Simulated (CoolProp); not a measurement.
A simple Rankine cycle with isobutene: condensing at 317.15 K, boiler at 2.46 MPa, turbine inlet 394.2 K, turbine efficiency 0.6, pump efficiency 0.7, no recuperator. Each further row changes one setting.

Model: reference Helmholtz-energy equation of state, Lemmon 2005, in CoolProp. It is a short technical equation, of lower accuracy than the large ones.

| case | thermal efficiency (%) | net work (kJ/kg) | heat in (kJ/kg) | turbine exit temperature (K) | volume ratio over the turbine |
|---|---|---|---|---|---|
| as stated | ___ | 34.1 | 420 | ___ | 5.76 |
| turbine inlet 414.2 K | 8.3 | 39.2 | 475 | 368.9 | 5.34 |
| condensing temperature 309.15 K | 9.0 | 39.6 | 439 | 338.2 | ___ |
| boiler pressure 1.72 MPa | 6.8 | 30.7 | 451 | 361.3 | ___ |
| turbine efficiency 0.5 | 6.6 | ___ | 420 | 346.5 | 5.84 |

Task: Complete the blanks.

Result: 
- as stated, thermal efficiency (%): 8.1
- as stated, turbine exit temperature (K): 343.1
- condensing temperature 309.15 K, volume ratio over the turbine: 7.18
- boiler pressure 1.72 MPa, volume ratio over the turbine: 3.55
- turbine efficiency 0.5, net work (kJ/kg): 27.6
